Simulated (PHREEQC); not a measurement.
1 kg of water holding 0.45 mol K2CO3 and 0.49 mol KCl is evaporated at 30 °C; the solids stay in contact with the brine. CO2 from the air is kept out. The run lets Kalicinite, Sylvite precipitate or redissolve, and no other solid.

Model: Pitzer model, pitzer.dat, run in PHREEQC.

Predict ionic strength at water left (kg) = 1, 0.8219, 0.3751, 0.3083, 0.2083.


```csv
water left (kg),ionic strength
1,1.83
0.8219,2.23
0.3751,4.90
0.3083,5.96
0.2083,8.83
```
